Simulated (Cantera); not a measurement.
# Thermodynamics of carbothermic reduction, feed Cu₂O + CO + C

Input: 1 mol Cu₂O, 1.3 mol CO, 0.46 mol C, at 0.00180 bar.

Cantera equilibrium calculation (NASA polynomials, part measured and part estimated; ideal gas, pure solids and liquids). Candidate condensed phases: C, Cu, CuO, Cu₂O; 15 gas species. Equilibrium is a limit: real reactors are often held back by kinetics, nucleation or transport.

From 1175 K to 1325 K the condensed part is Cu(s). From 1375 K to 1825 K the condensed part is Cu(l). The main Cu-bearing gas is Cu throughout.

| T (K) | x CO | x Cu | x CO₂ | x Cu₂ | x O | n Cu(s) | n Cu(l) |
|---|---|---|---|---|---|---|---|
| 1175 | 0.693 | 3.36e-6 | 0.307 | 7.11e-11 | <1e-12 | 2.00 | 0 |
| 1225 | 0.693 | 1.34e-5 | 0.307 | 5.06e-10 | <1e-12 | 2.00 | 0 |
| 1275 | 0.693 | 4.81e-5 | 0.307 | 3.08e-9 | 2.52e-12 | 2.00 | 0 |
| 1325 | 0.693 | 0.000156 | 0.307 | 1.63e-8 | 1.69e-11 | 2.00 | 0 |
| 1375 | 0.693 | 0.000457 | 0.307 | 7.37e-8 | 9.90e-11 | 0 | 2.00 |
| 1425 | 0.692 | 0.00121 | 0.306 | 2.83e-7 | 5.11e-10 | 0 | 2.00 |
| 1475 | 0.691 | 0.00298 | 0.306 | 9.90e-7 | 2.36e-9 | 0 | 1.99 |
| 1525 | 0.688 | 0.00691 | 0.305 | 3.17e-6 | 9.86e-9 | 0 | 1.99 |
| 1575 | 0.683 | 0.0152 | 0.302 | 9.42e-6 | 3.76e-8 | 0 | 1.97 |
| 1625 | 0.671 | 0.0317 | 0.297 | 2.61e-5 | 1.32e-7 | 0 | 1.94 |
| 1675 | 0.649 | 0.0634 | 0.287 | 6.77e-5 | 4.29e-7 | 0 | 1.88 |
| 1725 | 0.609 | 0.122 | 0.269 | 0.000166 | 1.31e-6 | 0 | 1.76 |
| 1775 | 0.537 | 0.224 | 0.238 | 0.000385 | 3.72e-6 | 0 | 1.49 |
| 1825 | 0.415 | 0.400 | 0.184 | 0.000853 | 1.00e-5 | 0 | 0.820 |
x: gas mole fraction; n: condensed amount in mol.
